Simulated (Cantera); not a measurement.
**SiCl4 + HCl + H2 (chlorosilane synthesis and conversion)**

Feed: 1 mol SiCl4, a varied amount of HCl, 19 mol H2, at 752 °C and 250000 Pa.

Method: chemical equilibrium by Gibbs-energy minimisation in Cantera with the NASA 1993 tables (ideal gas, pure condensed phases). Candidate condensed phases: Si; 19 gas species. The tables' values for SiCl3 are old estimates; treat these amounts as uncertain. The numbers say what is thermodynamically allowed, not how fast it happens.

```tsv
n(HCl) (mol)	x H2	x HCl	x SiCl4	x SiHCl3	x SiH2Cl2	x SiCl3
0.69	0.910	0.0414	0.0404	0.00763	0.000160	0.000120
1.1	0.895	0.0579	0.0417	0.00553	8.15e-5	8.81e-5
1.5	0.879	0.0742	0.0421	0.00429	4.84e-5	6.88e-5
1.9	0.864	0.0903	0.0421	0.00346	3.16e-5	5.61e-5
2.3	0.849	0.106	0.0419	0.00288	2.20e-5	4.71e-5
2.7	0.834	0.121	0.0415	0.00245	1.61e-5	4.04e-5
3.1	0.820	0.136	0.0411	0.00213	1.22e-5	3.53e-5
3.5	0.807	0.151	0.0406	0.00187	9.52e-6	3.13e-5
3.9	0.793	0.165	0.0401	0.00166	7.62e-6	2.81e-5
4.3	0.780	0.178	0.0396	0.00149	6.21e-6	2.54e-5
4.7	0.768	0.192	0.0391	0.00135	5.15e-6	2.31e-5
5.1	0.756	0.204	0.0386	0.00123	4.32e-6	2.12e-5
5.6	0.741	0.220	0.0379	0.00110	3.53e-6	1.92e-5
```
x: gas mole fraction; nothing condenses.

From 0.69 mol HCl to 5.6 mol HCl nothing is condensed. The main Si-bearing gas is SiCl4 throughout.
